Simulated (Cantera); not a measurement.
Input: 1 mol Si, 3.8 mol HCl, 12 mol H2, at 1225 °C and 0.133 bar.

These are equilibrium values from Cantera (NASA tables, ideal gas, pure condensed phases), not measurements of a reactor. Candidate condensed phases: Si; 19 gas species. The tables' values for SiCl3 are old estimates; treat these amounts as uncertain. Kinetics and transport are ignored.

Base state: H2 0.828, HCl 0.113, SiCl2 0.0494, SiCl3 0.00565, SiCl4 0.00206, SiHCl3 0.00156, SiH2Cl2 0.000186, H 4.28e-5 (mole fractions); condensed: Si(s).

Task: What changes in the equilibrium state with this change: Si replaced by SiCl4?

Result: 
```json
[
 {"species": "H2", "before": "0.828", "after": "0.647"},
 {"species": "HCl", "before": "0.113", "after": "0.295"},
 {"species": "SiCl2", "before": "0.0494", "after": "0.0320"},
 {"species": "SiCl4", "before": "0.00206", "after": "0.0117"},
 {"species": "SiCl3", "before": "0.00565", "after": "0.0108"},
 {"species": "Cl", "before": "4.71e-6", "after": "1.39e-5"},
 {"species": "SiH2Cl2", "before": "0.000186", "after": "9.44e-5"},
 {"species": "Si(s), mol", "before": "0.0756", "after": "0"}
]
```

Task: What changes in the equilibrium state with this change: temperature from 1225 °C to 625 °C?

Result: 
```tsv
species	before	after
H2	0.828	0.926
SiCl4	0.00206	0.0481
SiHCl3	0.00156	0.0185
HCl	0.113	0.00670
SiCl2	0.0494	4.56e-5
H	4.28e-5	<1e-9
SiCl3	0.00565	0.000213
Si(s), mol	0.0756	0
```
